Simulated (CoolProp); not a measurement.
Vapour-liquid equilibrium of R22 (1) + dimethyl ether (2) at 482 kPa; x and y are mole fractions of (1).

Model: multi-fluid Helmholtz-energy mixture model, Kamei 1995 and Wu 2011; pair parameters Bell 2016, in CoolProp.

```tsv
x	bubble temperature, mixture model (K)	bubble temperature, Raoult's law (K)	y, mixture model	y, Raoult's law
0.05	291.7	290.0	0.042	0.086
0.125	292.1	288.2	0.112	0.205
0.2	292.3	286.4	0.193	0.312
0.275	292.3	284.8	0.284	0.408
0.35	292.0	283.2	0.385	0.495
0.425	291.2	281.7	0.492	0.575
0.5	289.8	280.3	0.600	0.647
0.575	287.9	278.9	0.703	0.714
0.65	285.4	277.6	0.794	0.774
0.725	282.6	276.3	0.870	0.830
0.8	279.5	275.1	0.926	0.881
0.875	276.5	274.0	0.965	0.929
0.95	273.7	272.9	0.990	0.973
```

The largest gap from Raoult's law is +9.5 K in bubble temperature, at x = 0.5. y crosses x between x = 0.2 and 0.275: the model has an azeotrope there.

The pair parameters rest on a limited set of measurements; away from them the model extrapolates.
